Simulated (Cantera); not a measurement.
Feed: 1 mol CHF₃, 0.092 mol H₂, held at 4.40 mbar.

These are equilibrium values from Cantera (NASA tables, ideal gas, pure condensed phases), not measurements of a reactor. Candidate condensed phases: C, C₆H₆, C₇H₈, C₈H₁₈; 95 gas species. Rates play no part.

**Question.** What share of the C ends up in condensed phases as a function of T (K), at 2573, 2623, 2673, 2723, 2773, 2823, 2873, 2923?

**Answer.** 
```
T (K)  C condensed (%)           as
-----  ---------------  -----------
2573              74.0  C(graphite)
2623              76.7  C(graphite)
2673              78.2  C(graphite)
2723              78.2  C(graphite)
2773              76.4  C(graphite)
2823              72.0  C(graphite)
2873              63.3  C(graphite)
2923              47.5  C(graphite)
```
